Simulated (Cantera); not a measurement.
An adiabatic, constant-volume homogeneous reactor starts with CO : H2 : O2 : N2 = 1 : 0.56 : 2.44 : 9.16 (molar parts), equivalence ratio 0.32, at 1750 K and 0.460 bar. Integrator tolerance rtol = 1e-08.

Detailed kinetics in Cantera: GRI-Mech 3.0 (53 species, 325 reactions).

```json
[
 {"quantity": "time of steepest temperature rise", "before": "30.2 µs", "after": "0.166 ms"},
 {"quantity": "temperature at 0.800 s", "before": "2537 K", "after": "2239 K"},
 {"quantity": "equilibrium temperature", "before": "2537 K", "after": "2239 K"},
 {"quantity": "x(CO) at 0.800 s", "before": "0.0110 (gas-phase equilibrium 0.0110)", "after": "0.00193 (gas-phase equilibrium 0.00193)"},
 {"quantity": "x(H2) at 0.800 s", "before": "0.000972 (gas-phase equilibrium 0.000972)", "after": "0.000196 (gas-phase equilibrium 0.000195)"},
 {"quantity": "x(O2) at 0.800 s", "before": "0.123 (gas-phase equilibrium 0.123)", "after": "0.128 (gas-phase equilibrium 0.128)"},
 {"quantity": "x(O) at 0.800 s", "before": "0.00767 (gas-phase equilibrium 0.00767)", "after": "0.00138 (gas-phase equilibrium 0.00138)"},
 {"quantity": "x(NO) at 0.800 s", "before": "0.0180 (gas-phase equilibrium 0.0180)", "after": "0.0104 (gas-phase equilibrium 0.0104)"},
 {"quantity": "x(H2O) at 0.800 s", "before": "0.0382 (gas-phase equilibrium 0.0382)", "after": "0.0431 (gas-phase equilibrium 0.0431)"},
 {"quantity": "x(NO2) at 0.800 s", "before": "9.41e-6 (gas-phase equilibrium 9.41e-6)", "after": "8.78e-6 (gas-phase equilibrium 8.82e-6)"}
]
```

Which change was made?
(A) initial temperature 1750 to 1125 K
(B) H2 0.56 to 0.45 parts
(C) initial temperature 1750 to 1200 K
(D) N2 9.16 to 6.7 parts

C, initial temperature 1750 to 1200 K
